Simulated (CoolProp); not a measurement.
Vapour-liquid equilibrium of ethylbenzene (1) + m-xylene (2) at 2.43 bar; x and y are mole fractions of (1).

Model: multi-fluid Helmholtz-energy mixture model, Zhou 2012 and Zhou 2012; pair parameters Bell 2016, in CoolProp.

| x | bubble temperature (K) | y at the bubble point | dew temperature at overall composition x (K) | liquid density (mol/L) |
|---|---|---|---|---|
| 0.05 | 447.9 | 0.053 | 447.9 | 6.765 |
| 0.125 | 447.7 | 0.133 | 447.7 | 6.768 |
| 0.2 | 447.4 | 0.211 | 447.5 | 6.771 |
| 0.275 | 447.2 | 0.288 | 447.2 | 6.774 |
| 0.35 | 446.9 | 0.364 | 447.0 | 6.777 |
| 0.425 | 446.7 | 0.440 | 446.8 | 6.780 |
| 0.5 | 446.5 | 0.515 | 446.5 | 6.784 |
| 0.575 | 446.3 | 0.589 | 446.3 | 6.788 |
| 0.65 | 446.1 | 0.662 | 446.1 | 6.792 |
| 0.725 | 445.9 | 0.735 | 445.9 | 6.796 |
| 0.8 | 445.7 | 0.808 | 445.7 | 6.800 |
| 0.875 | 445.5 | 0.880 | 445.5 | 6.805 |
| 0.95 | 445.3 | 0.952 | 445.4 | 6.809 |

No azeotrope shows between x = 0.05 and 0.95.

Pair parameters are fitted to limited data, so mixtures are less certain than the pure fluids.
